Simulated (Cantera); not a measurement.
An isothermal, constant-pressure homogeneous reactor starts with NH₃ : N₂ = 1 : 5.7 (molar parts), at 2100 K and 20.0 Torr. Integrator tolerance rtol = 1e-08.

Detailed kinetics in Cantera: the gas-phase N/H chemistry of the illustrative SiF4/NH3 mechanism in the Surface Chemkin manual (1991). Walls and surfaces, which speed up NH3 decomposition in real reactors, are not modelled.

What does this change do: temperature 2100 to 1650 K?


| quantity | before | after |
|---|---|---|
| x(NH₃) at 200 s | 3.38e-8 (gas-phase equilibrium 3.38e-8) | 0.00473 (gas-phase equilibrium 8.34e-8) |
| x(N₂) at 200 s | 0.802 (gas-phase equilibrium 0.802) | 0.807 (gas-phase equilibrium 0.805) |
| x(N) at 200 s | 1.95e-8 (gas-phase equilibrium 1.95e-8) | 5.39e-8 (gas-phase equilibrium 1.09e-11) |
| x(N₂H₄) at 200 s | <1e-12 (gas-phase equilibrium <1e-12) | 1.73e-11 (gas-phase equilibrium <1e-12) |
| x(H₂) at 200 s | 0.190 (gas-phase equilibrium 0.190) | 0.189 (gas-phase equilibrium 0.195) |
| x(NH₂) at 200 s | 4.48e-9 (gas-phase equilibrium 4.48e-9) | 6.59e-6 (gas-phase equilibrium 2.60e-10) |
